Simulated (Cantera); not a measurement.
# Low-pressure radical oxidation in H2/O2

An isothermal, constant-pressure homogeneous reactor starts with 3.01 % H₂, 97.0 % O₂, equivalence ratio 0.015, at 1425 K and 0.00190 bar.

Cantera simulation using GRI-Mech 3.0 (53 species, 325 reactions); the numbers are that mechanism's predictions, not measurements. Radical loss at walls, strong at low pressure, is not modelled.

| t (s) | x H₂ | x O₂ | x HO₂ | x O | x H |
|---|---|---|---|---|---|
| 0.000900 | 0.0301 | 0.970 | 1.23e-7 | 1.55e-7 | 5.38e-8 |
| 0.00220 | 0.0301 | 0.970 | 2.99e-7 | 1.15e-6 | 2.98e-7 |
| 0.00536 | 0.0300 | 0.970 | 6.99e-7 | 5.93e-5 | 1.46e-5 |
| 0.0131 | 0.00227 | 0.945 | 1.95e-7 | 0.0203 | 0.00300 |
| 0.0319 | 0.000327 | 0.943 | 1.57e-7 | 0.0243 | 0.00222 |
| 0.0778 | 0.000325 | 0.943 | 1.57e-7 | 0.0242 | 0.00220 |
| 0.190 | 0.000320 | 0.943 | 1.56e-7 | 0.0238 | 0.00216 |
| 0.463 | 0.000310 | 0.944 | 1.54e-7 | 0.0229 | 0.00204 |
| 1.13 | 0.000286 | 0.946 | 1.49e-7 | 0.0210 | 0.00180 |
| 2.75 | 0.000237 | 0.950 | 1.38e-7 | 0.0172 | 0.00133 |
| 6.72 | 0.000157 | 0.957 | 1.14e-7 | 0.0111 | 0.000701 |
| 16.4 | 7.21e-5 | 0.964 | 7.66e-8 | 0.00499 | 0.000212 |
| 40.0 | 2.22e-5 | 0.967 | 4.04e-8 | 0.00151 | 3.56e-5 |
x: mole fraction; the columns are a selection and need not sum to one.

Equilibrium at this temperature and pressure: H₂ 4.70e-7, O₂ 0.969, HO₂ 4.01e-8, O 3.15e-5, H 1.08e-7 (gas phase only).
